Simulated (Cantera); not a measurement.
A Cantera script and its output.

```python
import numpy as np
import cantera as ct

gas = ct.Solution("gri30.yaml")
gas.TPX = 1200, 11000, {'C2H6': 1, 'N2': 1}
inlet = ct.Reservoir(gas, clone=True)

reactor = ct.IdealGasConstPressureReactor(gas, energy="off", clone=False)
exhaust = ct.Reservoir(gas, clone=True)
tau = [0.32, 0.19, 0.11, 0.067, 0.04, 0.023, 0.014, 0.0082, 0.0048, 0.0029][0]
for a, b in ((inlet, reactor), (reactor, exhaust)):
    ct.MassFlowController(a, b, mdot=lambda t: reactor.mass / tau)
net = ct.ReactorNet([reactor])
show = ['C2H6', 'CH3', 'H2', 'CH4', 'C2H']

rows = []
print(f"{'tau/s':>10s}{'T/K':>9s}" + "".join(f"{s:>11s}" for s in show))
for tau in [0.32, 0.19, 0.11, 0.067, 0.04, 0.023, 0.014, 0.0082, 0.0048, 0.0029]:
    net.initial_time = 0.0
    net.advance(30 * tau)
    before = gas.X
    net.advance(40 * tau)
    drift = np.max(np.abs(gas.X - before) / (gas.X + 1e-9))
    rows.append([gas.T, *gas[show].X, drift])
    print(f"{tau:10.3e}{gas.T:9.1f}" + "".join(f"{x:11.3e}" for x in gas[show].X))
```

Result:

```
     tau/s      T/K       C2H6        CH3         H2        CH4        C2H
 3.200e-01   1200.0  3.932e-02  4.456e-05  2.893e-01  6.739e-02  2.565e-10
 1.900e-01   1200.0  6.132e-02  5.348e-05  2.674e-01  6.265e-02  2.009e-10
 1.100e-01   1200.0  9.709e-02  6.444e-05  2.404e-01  5.489e-02  1.431e-10
 6.700e-02   1200.0  1.437e-01  7.550e-05  2.105e-01  4.550e-02  9.926e-11
 4.000e-02   1200.0  2.057e-01  8.737e-05  1.734e-01  3.453e-02  6.583e-11
 2.300e-02   1200.0  2.798e-01  9.896e-05  1.300e-01  2.343e-02  4.206e-11
 1.400e-02   1200.0  3.425e-01  1.069e-04  9.319e-02  1.544e-02  2.808e-11
 8.200e-03   1200.0  3.977e-01  1.116e-04  6.062e-02  9.317e-03  1.783e-11
 4.800e-03   1200.0  4.376e-01  1.116e-04  3.702e-02  5.363e-03  1.077e-11
 2.900e-03   1200.0  4.627e-01  1.067e-04  2.208e-02  3.058e-03  6.215e-12
```

Computed with Cantera and GRI-Mech 3.0 (53 species, 325 reactions). GRI-Mech 3.0 stops at C3 and has no aromatics, soot or wall deposition, so with more carbon than oxygen in the feed, carbon stays in small species such as C2H2 where larger ones or solid carbon would form.
